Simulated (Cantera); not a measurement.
A perfectly stirred reactor is fed with N2O : H2O = 1 : 0.033 (molar parts), at 128 Torr; it is held at 1500 K, and followed from long to short residence time.

Computed with Cantera and GRI-Mech 3.0 (53 species, 325 reactions). GRI-Mech 3.0 was tuned for natural gas; its chemistry of N2O as a main component is partial and can be far from experiment. The temperature is held fixed by assumption; the heat of reaction is taken as removed at once.

| quantity | before | after |
|---|---|---|
| x(N2O) at τ = 2.30 s | 0.0310 | 0.922 |
| x(H2O) at τ = 2.30 s | 0.0218 | 0.0315 |
| x(HO2) at τ = 2.30 s | 1.68e-7 | 3.44e-7 |
| x(N2) at τ = 2.30 s | 0.582 | 0.0300 |
| x(NO2) at τ = 2.30 s | 0.000163 | 0.000321 |
| x(N2O) at τ = 91.0 ms | 0.396 | 0.966 |
| x(H2O) at τ = 91.0 ms | 0.0257 | 0.0319 |
| x(HO2) at τ = 91.0 ms | 1.41e-6 | 1.41e-6 |
| x(N2) at τ = 91.0 ms | 0.346 | 0.00126 |
| x(NO2) at τ = 91.0 ms | 0.000510 | 2.49e-5 |

Problem. Name the change that produced these shifts.
A. pressure from 128 Torr to 233 Torr
B. temperature 1500 to 1098 K
C. H2O 0.033 to 0.018 parts
D. H2O 0.033 to 0.0093 parts

Solution. B, temperature 1500 to 1098 K
